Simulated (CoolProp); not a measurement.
Vapour-liquid equilibrium of hydrogen sulfide (1) + benzene (2) at 324.5 K; x and y are mole fractions of (1).

Model: multi-fluid Helmholtz-energy mixture model, Lemmon 2006 and Thol 2012; pair parameters Bell 2016, in CoolProp.

Task: Give the bubble pressure and the first vapour's composition at x = 0.05, 0.65, 0.85. Is there an azeotrope?

Result: x = 0.05: 0.1868 MPa, y = 0.798; x = 0.65: 2.125 MPa, y = 0.988; x = 0.85: 2.940 MPa, y = 0.995. No azeotrope shows between x = 0.05 and 0.95.

The pair parameters rest on a limited set of measurements; away from them the model extrapolates.
